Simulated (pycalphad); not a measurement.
**Freezing of Ti-B alloys with rising B**

CALPHAD calculation (pycalphad, COST 507 light-alloy database (1999)), 1 atm. The data set is of 1999 and partly superseded. Amounts are mole fractions of atoms.

Scheil-Gulliver runs (no diffusion in the solid, steps of 4 K) beside full equilibrium.

```tsv
alloy	liquidus (°C)	Scheil, half solid (°C)	Scheil, 80 % solid (°C)	Scheil, invariant end (°C)	liquid left at that end	equilibrium solidus (°C)
Ti-9.75B (at.%)	1600	at the invariant end	at the invariant end	1541	0.93	1541
Ti-19.5B (at.%)	1733	at the invariant end	at the invariant end	1541	0.71	1541
Ti-29.25B (at.%)	1948	1578	at the invariant end	1541	0.48	1541
```
